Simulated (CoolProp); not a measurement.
Vapour-liquid equilibrium of cyclohexane (1) + n-nonane (2) at 213.45 °C; x and y are mole fractions of (1).

The numbers come from the multi-fluid Helmholtz-energy mixture model, Zhou 2014 and Lemmon 2006; pair parameters Bell 2016 in CoolProp.

| x | bubble pressure, mixture model (MPa) | bubble pressure, Raoult's law (MPa) | y, mixture model | y, Raoult's law |
|---|---|---|---|---|
| 0.05 | 0.4678 | 0.4774 | ? | 0.173 |
| 0.125 | 0.5456 | 0.5704 | 0.297 | 0.363 |
| 0.2 | ? | 0.6635 | 0.420 | 0.499 |
| 0.275 | 0.7026 | 0.7565 | 0.519 | 0.602 |
| 0.35 | 0.7838 | 0.8495 | 0.602 | 0.682 |
| 0.425 | 0.8680 | 0.9425 | 0.673 | 0.747 |
| 0.5 | 0.9558 | 1.036 | ? | 0.799 |
| 0.575 | 1.048 | 1.129 | 0.788 | 0.844 |
| 0.65 | ? | 1.222 | ? | 0.881 |
| 0.725 | 1.245 | 1.315 | ? | 0.913 |
| 0.8 | 1.351 | 1.408 | 0.916 | 0.941 |
| 0.875 | 1.462 | 1.501 | 0.951 | 0.965 |
| 0.95 | 1.577 | 1.594 | ? | 0.987 |

Q: Some entries are withheld; supply them.

A: 
- 0.05, y, mixture model: 0.138
- 0.2, bubble pressure, mixture model (MPa): 0.6235
- 0.5, y, mixture model: 0.734
- 0.65, bubble pressure, mixture model (MPa): 1.144
- 0.65, y, mixture model: 0.836
- 0.725, y, mixture model: 0.878
- 0.95, y, mixture model: 0.981

The largest gap from Raoult's law is -7.9 % in bubble pressure, at x = 0.425. No azeotrope shows between x = 0.05 and 0.95.

The pair parameters rest on a limited set of measurements; away from them the model extrapolates.
